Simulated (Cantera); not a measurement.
# Counterflow diffusion flame

A counterflow diffusion flame at 1.00 bar, nozzles 20 mm apart: fuel side CH4 : CO = 1 : 0.48 (molar parts) at 375 K, oxidiser side O2 : N2 = 0.19 : 0.81 (molar parts) at 675 K, fuel mass flux 1.2 times the oxidiser's; mixture-averaged transport, no radiation.

Model: GRI-Mech 3.0 (53 species, 325 reactions), integrated in Cantera. GRI-Mech 3.0 has no aromatics or soot, which form on the fuel side of real flames. The maximum strain rate includes the flame's own expansion and is several times the mean. A flux with no burning solution from the previous one only brackets extinction.

| oxidiser flux (kg/m²/s) | max strain (1/s) | mean strain (1/s) | T max (K) | peak x OH | peak x H | peak x NO | peak x CO | peak x C2H2 |
|---|---|---|---|---|---|---|---|---|
| 0.25 | 210 | 47.9 | 2107 | 0.00746 | 0.00426 | 0.000264 | 0.324 | 0.0107 |
| 0.39 | 316 | 74.7 | 2086 | 0.00741 | 0.00453 | 0.000234 | 0.324 | 0.00976 |
| 0.62 | 486 | 119 | 2065 | 0.00730 | 0.00482 | 0.000199 | 0.324 | 0.00893 |
| 0.98 | 748 | 188 | 2041 | 0.00711 | 0.00506 | 0.000160 | 0.324 | 0.00805 |
| 1.5 | 1120 | 287 | 2012 | 0.00675 | 0.00516 | 0.000119 | 0.324 | 0.00702 |
| 2.4 | 1740 | 459 | 1966 | 0.00605 | 0.00497 | 7.21e-5 | 0.324 | 0.00545 |
| 3.8 | 2670 | 727 | 1884 | 0.00470 | 0.00407 | 2.70e-5 | 0.324 | 0.00308 |
x: mole fraction; the columns are a selection and need not sum to one.

At the next flux tried, 6 kg/m²/s, no burning solution was found from the previous one.
